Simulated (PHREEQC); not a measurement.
Synthetic water in mg/L, 50 °C, pH 3.75, pe 8.8:

```tsv
constituent	mg/L
Na	7.56
K	1.12
Ca	244
Mg	13.7
Cl	44.4
S(6) as SO4	961
Mn(2)	3.01
Fe(3)	1.35
Al	82.4
Zn	2.36
Si as SiO2	4.26
```

Valence states are taken as typed.

The numbers come from PHREEQC with the ion-association model, phreeqc.dat.

- ionic strength = 0.0255 mol/kgw
- total alkalinity = -0.221 meq/kg
- charge-balance error = 7.4 %

```json
[
 {"species": "SO4-2", "molality": "0.00543", "activity": "0.00291", "log γ": "-0.271"},
 {"species": "Ca+2", "molality": "0.00457", "activity": "0.00248", "log γ": "-0.265"},
 {"species": "AlSO4+", "molality": "0.00223", "activity": "0.00191", "log γ": "-0.069"},
 {"species": "CaSO4", "molality": "0.00152", "activity": "0.00153", "log γ": "0.003"},
 {"species": "Cl-", "molality": "0.00125", "activity": "0.00106", "log γ": "-0.071"},
 {"species": "Al+3", "molality": "0.000508", "activity": "0.000153", "log γ": "-0.520"},
 {"species": "Mg+2", "molality": "0.000336", "activity": "0.000185", "log γ": "-0.259"},
 {"species": "Na+", "molality": "0.000324", "activity": "0.000277", "log γ": "-0.068"},
 {"species": "Al(SO4)2-", "molality": "0.000229", "activity": "0.000195", "log γ": "-0.069"},
 {"species": "MgSO4", "molality": "0.000228", "activity": "0.000229", "log γ": "0.003"},
 {"species": "H+", "molality": "0.000203", "activity": "0.000178", "log γ": "-0.058"},
 {"species": "HSO4-", "molality": "0.000107", "activity": "9.13e-5", "log γ": "-0.069"},
 {"species": "AlOH+2", "molality": "7.40e-5", "activity": "4.02e-5", "log γ": "-0.265"},
 {"species": "H4SiO4", "molality": "7.10e-5", "activity": "7.14e-5", "log γ": "0.003"}
]
```

No solid was allowed to form. Examples of supersaturated solids here: Jarosite-K, Hematite (slow to form). Others may be too. Away from 25 °C the constants follow the database's enthalpies or fits; those with neither stay at their 25 °C values.
